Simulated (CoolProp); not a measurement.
A Linde-Hampson liquefier for dry air: isothermal reversible compression at 300 K from 1 atm to 10 MPa, throttling to 1 atm, return gas leaving the recuperator 5 K below the feed. Each further row changes one setting.

Computed with CoolProp (reference Helmholtz-energy equation of state, Lemmon 2000). It is a pseudo-pure fit of the blend.

```json
[
 {"case": "as stated", "liquid yield per pass": "(withheld)", "compression work (kJ/kg of gas)": "394"},
 {"case": "high pressure 20 MPa", "liquid yield per pass": "(withheld)", "compression work (kJ/kg of gas)": "(withheld)"},
 {"case": "warm-end temperature 330 K", "liquid yield per pass": "0.024", "compression work (kJ/kg of gas)": "435"},
 {"case": "warm-end gap 10 K", "liquid yield per pass": "0.024", "compression work (kJ/kg of gas)": "394"}
]
```

### Question
Fill in the missing entries.

### Answer

- as stated, liquid yield per pass: 0.036
- high pressure 20 MPa, liquid yield per pass: 0.070
- high pressure 20 MPa, compression work (kJ/kg of gas): 454
